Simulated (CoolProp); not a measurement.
Values from CoolProp's reference Helmholtz-energy equation of state, McLinden 2015.

### Question
Give the vapour pressure (MPa), liquid density (kg/m³), vapour density (kg/m³), enthalpy of vaporisation (kJ/kg) of saturated the fluoroketone C6F12O (FK-5-1-12) at 327 K.

### Answer
```csv
T (K),p (MPa),liquid density (kg/m³),vapour density (kg/m³),enthalpy of vaporisation (kJ/kg)
327,0.119,1510,15.0,86.5
```
